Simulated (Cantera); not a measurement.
An adiabatic, constant-volume homogeneous reactor starts with CH₄ : O₂ : N₂ = 1 : 2.56 : 9.64 (molar parts), equivalence ratio 0.78, at 1475 K and 255 Torr. Integrator tolerance rtol = 1e-08.

Model: GRI-Mech 3.0 (53 species, 325 reactions), integrated in Cantera.

What does this change do: constant pressure in place of constant volume?


| quantity | before | after |
|---|---|---|
| time of steepest temperature rise | 3.07 ms | 3.19 ms |
| temperature at 3.00 s | 2721 K | 2574 K |
| equilibrium temperature | 2721 K | 2574 K |
| x(CH₄) at 3.00 s | <1e-12 (gas-phase equilibrium <1e-12) | <1e-12 (gas-phase equilibrium <1e-12) |
| x(O₂) at 3.00 s | 0.0447 (gas-phase equilibrium 0.0447) | 0.0443 (gas-phase equilibrium 0.0443) |
| x(C₂H) at 3.00 s | <1e-12 (gas-phase equilibrium <1e-12) | <1e-12 (gas-phase equilibrium <1e-12) |
| x(CO) at 3.00 s | 0.0284 (gas-phase equilibrium 0.0284) | 0.0226 (gas-phase equilibrium 0.0226) |
| x(C₂H₆) at 3.00 s | <1e-12 (gas-phase equilibrium <1e-12) | <1e-12 (gas-phase equilibrium <1e-12) |
| x(CH₂CO) at 3.00 s | <1e-12 (gas-phase equilibrium <1e-12) | <1e-12 (gas-phase equilibrium <1e-12) |
| x(CH₂) at 3.00 s | <1e-12 (gas-phase equilibrium <1e-12) | <1e-12 (gas-phase equilibrium <1e-12) |

What does this change do: CH4 1 to 1.5 parts?


```
quantity                                                          before                                  after
---------------------------------  -------------------------------------  -------------------------------------
time of steepest temperature rise                                3.07 ms                                3.49 ms
temperature at 3.00 s                                             2721 K                                 2824 K
equilibrium temperature                                           2721 K                                 2824 K
x(CH₄) at 3.00 s                   <1e-12 (gas-phase equilibrium <1e-12)  <1e-12 (gas-phase equilibrium <1e-12)
x(O₂) at 3.00 s                    0.0447 (gas-phase equilibrium 0.0447)  0.0125 (gas-phase equilibrium 0.0125)
x(C₂H) at 3.00 s                   <1e-12 (gas-phase equilibrium <1e-12)  <1e-12 (gas-phase equilibrium <1e-12)
x(CO) at 3.00 s                    0.0284 (gas-phase equilibrium 0.0284)  0.0650 (gas-phase equilibrium 0.0650)
x(C₂H₆) at 3.00 s                  <1e-12 (gas-phase equilibrium <1e-12)  <1e-12 (gas-phase equilibrium <1e-12)
x(CH₂CO) at 3.00 s                 <1e-12 (gas-phase equilibrium <1e-12)  <1e-12 (gas-phase equilibrium <1e-12)
x(CH₂) at 3.00 s                   <1e-12 (gas-phase equilibrium <1e-12)  <1e-12 (gas-phase equilibrium <1e-12)
```
